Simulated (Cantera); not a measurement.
Feed: 1 mol Ca(OH)2, 4.7 mol CO2, 0.079 mol H2O, equilibrated at 1.00 bar.

These are equilibrium values from Cantera (NASA tables, ideal gas, pure condensed phases), not measurements of a reactor. Candidate condensed phases: C, C6H6, C7H8, C8H18, Ca, CaCO3, CaO, Ca(OH)2, H2O; 115 gas species. Rates play no part. All values below are at 1177 °C.

Base state: CO2 0.813, H2O 0.187, CO 0.000184, O2 9.86e-5, H2 1.78e-5, OH 1.00e-5 (mole fractions); condensed: CaO(s).

Problem. What changes in the equilibrium state with this change: pressure from 1.00 bar to 0.000200 bar?

Solution. 
| species | before | after |
|---|---|---|
| CO2 | 0.813 | 0.809 |
| H2O | 0.187 | 0.186 |
| CO | 0.000184 | 0.00314 |
| O2 | 9.86e-5 | 0.00168 |
| H | 3.99e-8 | 1.17e-5 |
| H2 | 1.78e-5 | 0.000304 |
| CaO(s), mol | 1.00 | 1.00 |
